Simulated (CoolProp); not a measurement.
c-C4F8 (RC318) at several states: Z from the reference equation and from simpler models built on Tc = 115.2 °C, pc = 27.78 bar, ω = 0.355; each cubic takes its own stable root.

Values from CoolProp's reference Helmholtz-energy equation of state, Platzer 1990. This equation is an older, rougher fit; its heat capacities, sound speeds and derivatives of the liquid may be far off and weren't checked against measurements.

```csv
T (°C),p (bar),phase,reference
18.75,23.7,liquid,0.1271
1.75,0.117,gas,0.9956
200.45,9.03,gas,0.9468
159.85,0.126,gas,0.9990
```

Task: How far does each simpler model (van der Waals, Redlich-Kwong) lie from the reference over these 4 states: mean and median of the absolute difference, and the worst?

Result: 
- van der Waals: mean 15.0 %, median 0.5 %, worst +59.1 % at 18.75 °C and 23.7 bar
- Redlich-Kwong: mean 3.3 %, median 0.5 %, worst +12.0 % at 18.75 °C and 23.7 bar
